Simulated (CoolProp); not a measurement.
Ethylbenzene at several states: fugacity coefficient from the reference equation and from simpler models built on Tc = 617.1 K, pc = 3622 kPa, ω = 0.304; each cubic takes its own stable root.

Values from CoolProp's reference Helmholtz-energy equation of state, Zhou 2012.

```csv
T (K),p (kPa),phase,reference
302.9,65.9,liquid,0.02537
314.1,21.5,liquid,0.1400
337.4,21400,liquid,0.001085
```

Task: How far does each simpler model (Redlich-Kwong, Peng-Robinson) lie from the reference over these 3 states: mean and median of the absolute difference, and the worst?

Result: 
- Redlich-Kwong: mean 253.4 %, median 244.7 %, worst +276.9 % at 302.9 K and 65.9 kPa
- Peng-Robinson: mean 5.3 %, median 5.4 %, worst +6.9 % at 302.9 K and 65.9 kPa
